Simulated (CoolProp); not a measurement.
The fluid at 293.15 K and 10.4 MPa is throttled through a valve to 1.23 MPa with no heat exchange. The same conditions are run with several fluids, on thermodynamics alone (safety and materials aside).

Computed with CoolProp (reference Helmholtz-energy equation of state of each fluid (oxygen: Schmidt 1985; ethylene: Smukala 2000; CF4 (R14): Platzer 1990; fluorine: de Reuck 1990; C2F6 (R116): Lemmon 2006)). The equations of Platzer and Polt are older, rougher fits.

Question: Rank oxygen, ethylene, CF4 (R14), fluorine, C2F6 (R116) by temperature change (K), highest first.

Answer: fluorine (-16.7), oxygen (-24.0), C2F6 (R116) (-34.6), CF4 (R14) (-60.6), ethylene (-65.4)

| fluid | final phase | final density (kg/m³) |
|---|---|---|
| oxygen | gas | 17.8 |
| ethylene | two-phase, vapour fraction 0.526 | 41.0 |
| CF4 (R14) | gas | 63.0 |
| fluorine | gas | 20.5 |
| C2F6 (R116) | two-phase, vapour fraction 0.470 | 209 |
